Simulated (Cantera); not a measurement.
A jet of H2 : O2 : N2 = 0.035 : 0.15 : 0.79 (molar parts), equivalence ratio 0.12 at 300 K and 72.8 Torr hits a platinum plate 3.6 cm away at a mass flux of 0.047 kg/m²/s; the plate temperature is set and raised in steps from an oxygen-covered start.

Model: Deutschmann's 1995 Pt surface mechanism with GRI-Mech 3.0 gas chemistry, integrated in Cantera. Catalytic surfaces can have several steady states; this one follows from the mechanism file's or the stated starting coverage.

x: mole fraction at the wall; θ: surface coverage.

```json
[
 {"plate T (K)": "700", "wall x H2": "0.00357", "wall x O2": "0.120", "wall x H2O": "0.0619", "wall x OH": "<1e-8", "θ free Pt": "0.0581", "θ O*": "0.938", "θ OH*": "(withheld)"},
 {"plate T (K)": "750", "wall x H2": "0.00312", "wall x O2": "0.119", "wall x H2O": "0.0625", "wall x OH": "<1e-8", "θ free Pt": "0.0702", "θ O*": "0.927", "θ OH*": "(withheld)"},
 {"plate T (K)": "800", "wall x H2": "0.00239", "wall x O2": "0.119", "wall x H2O": "0.0636", "wall x OH": "<1e-8", "θ free Pt": "0.0978", "θ O*": "0.900", "θ OH*": "(withheld)"},
 {"plate T (K)": "850", "wall x H2": "0.00174", "wall x O2": "0.118", "wall x H2O": "0.0646", "wall x OH": "1.68e-8", "θ free Pt": "0.141", "θ O*": "0.856", "θ OH*": "(withheld)"},
 {"plate T (K)": "900", "wall x H2": "0.00131", "wall x O2": "0.118", "wall x H2O": "0.0651", "wall x OH": "5.26e-8", "θ free Pt": "0.196", "θ O*": "0.802", "θ OH*": "(withheld)"},
 {"plate T (K)": "950", "wall x H2": "0.00104", "wall x O2": "0.117", "wall x H2O": "0.0654", "wall x OH": "1.46e-7", "θ free Pt": "0.257", "θ O*": "0.741", "θ OH*": "(withheld)"},
 {"plate T (K)": "1000", "wall x H2": "0.000861", "wall x O2": "0.117", "wall x H2O": "0.0655", "wall x OH": "3.62e-7", "θ free Pt": "0.322", "θ O*": "0.676", "θ OH*": "(withheld)"}
]
```

Problem. Some entries are withheld; supply them.

Solution. 
- 700, θ OH*: 0.00358
- 750, θ OH*: 0.00285
- 800, θ OH*: 0.00251
- 850, θ OH*: 0.00230
- 900, θ OH*: 0.00210
- 950, θ OH*: 0.00189
- 1000, θ OH*: 0.00168
